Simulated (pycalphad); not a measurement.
An equivalent pycalphad script:

```python
from pycalphad import Database, equilibrium, calculate, variables as v
import numpy as np
db = Database('COST507.tdb')
comps = ['SN', 'SI', 'VA']
phases = ['BCT_A5', 'DIAMOND_A4', 'LIQUID']
eq = equilibrium(db, comps, phases, {v.X('SI'): 0.655, v.T: np.arange(2350, 499, -100), v.P: 101325, v.N: 1}, output=['HM', 'SM'])
```

Computed with pycalphad from the COST 507 light-alloy database (1999), at 1 atm. These are 1990s assessments: newer ones move some temperatures and phases. Amounts are mole fractions of atoms.

Results at three of the temperatures:

```
T = 2250.00 K, P = 101325 Pa, N = 1 mol of atoms
G = -159698 J/mol, H = 94214 J/mol, S = 112.85 J/(mol K)  (SER reference)
chemical potentials (J/mol): Sn -223913, Si -125876
phase             fraction      x(Sn)      x(Si)
LIQUID              1.0000     0.3450     0.6550
```

```
T = 650.00 K, P = 101325 Pa, N = 1 mol of atoms
G = -23926 J/mol, H = 11196 J/mol, S = 54.03 J/(mol K)  (SER reference)
chemical potentials (J/mol): Sn -39698, Si -15618
phase             fraction      x(Sn)      x(Si)
DIAMOND_A4          0.6550   3.42e-07     1.0000
LIQUID              0.3450     1.0000   2.26e-05
```

```
T = 550.00 K, P = 101325 Pa, N = 1 mol of atoms
G = -18732 J/mol, H = 8620 J/mol, S = 49.73 J/(mol K)  (SER reference)
chemical potentials (J/mol): Sn -31177, Si -12177
phase             fraction      x(Sn)      x(Si)
DIAMOND_A4          0.6550   2.48e-07     1.0000
LIQUID              0.3450     1.0000   1.68e-06
```

Changes of the phase set, refined by bisection:

```tsv
T (°C)	phases above	phases below
1359.0	LIQUID	DIAMOND_A4 + LIQUID
```

DIAMOND_A4 is diamond (Si).
